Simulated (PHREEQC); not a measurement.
Make-up at 20 °C: 0.0039 mol/kgw CuSO4, 0.016 mol/kgw HCl and 0.00012 mol/kgw H3BO3. Closed to the air; pH follows from the charge balance.

All values are PHREEQC results (ion-association model, wateq4f.dat), not measurements.

```
Quantity                  Result
----------------  --------------
pH                          1.89
ionic strength    0.0269 mol/kgw
total alkalinity    -16.0 meq/kg
```

```
species  molality  activity   log γ
-------  --------  --------  ------
Cl-        0.0159    0.0136  -0.069
H+         0.0146    0.0128  -0.056
Cu+2      0.00342   0.00192  -0.251
SO4-2     0.00203   0.00111  -0.263
HSO4-     0.00145   0.00124  -0.067
CuSO4    0.000418  0.000420   0.003
```

Precipitation was switched off in this run. Complexes and solids missing from the database can't appear.
